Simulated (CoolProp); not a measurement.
Vapour-liquid equilibrium of benzene (1) + m-xylene (2) at 7.56 bar; x and y are mole fractions of (1).

The numbers come from the multi-fluid Helmholtz-energy mixture model, Thol 2012 and Zhou 2012; pair parameters Bell 2016 in CoolProp.

| x | bubble temperature (°C) | y at the bubble point | dew temperature at overall composition x (°C) | liquid density (mol/L) |
|---|---|---|---|---|
| 0.05 | 228.3 | 0.118 | 231.5 | 6.237 |
| 0.15 | 218.4 | 0.317 | 226.8 | 6.511 |
| 0.25 | 209.3 | 0.475 | 221.8 | 6.786 |
| 0.35 | 201.2 | 0.601 | 216.5 | 7.065 |
| 0.45 | 193.8 | 0.702 | 210.8 | 7.350 |
| 0.55 | 187.1 | 0.783 | 204.6 | 7.644 |
| 0.65 | 181.0 | 0.849 | 197.7 | 7.947 |
| 0.75 | 175.4 | 0.903 | 189.9 | 8.262 |
| 0.85 | 170.2 | 0.948 | 180.9 | 8.591 |
| 0.95 | 165.5 | 0.984 | 169.9 | 8.934 |

No azeotrope shows between x = 0.05 and 0.95.

Pair parameters are fitted to limited data, so mixtures are less certain than the pure fluids.
